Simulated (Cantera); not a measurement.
Feed: 1 mol Si3N4, 0.0022 mol H2O, 2.9 mol H2, held at 3.50e-5 bar.

Equilibrium computed with Cantera from the NASA thermochemical tables; the gas is ideal and each condensed phase is pure. Candidate condensed phases: H2O, Si, SiO2, Si2N2O, Si3N4; 35 gas species. Mutual solubility and eutectic melting of coexisting phases are not modelled. Kinetics and transport are ignored. All values below are at 1300 K.

Base state: H2 0.986, N2 0.0142, H 0.000186, SiO 8.89e-5 (mole fractions); condensed: Si(s) + Si2N2O(s) + Si3N4(s).

Question: What changes in the equilibrium state with this change: Si3N4 replaced by SiC?

Answer: 
```
species           before     after
--------------  --------  --------
H2                 0.986     0.999
CO                     0  0.000379
SiO              8.89e-5  0.000379
N2                0.0142         0
H               0.000186  0.000187
Si(s), mol        0.0616         0
Si2N2O(s), mol   0.00194         0
Si3N4(s), mol      0.978         0
SiC(s), mol            0     0.999
```
Further candidate phases: C, C6H6, C7H8, C8H18, SiC.

Question: What changes in the equilibrium state with this change: pressure from 3.50e-5 bar to 0.0870 bar?

Answer: 
```csv
species,before,after
H2,0.986,1.000
N2,0.0142,0.000253
H,0.000186,3.75e-6
SiO,8.89e-5,1.01e-8
"Si(s), mol",0.0616,0
"Si2N2O(s), mol",0.00194,0.00220
"Si3N4(s), mol",0.978,0.999
```
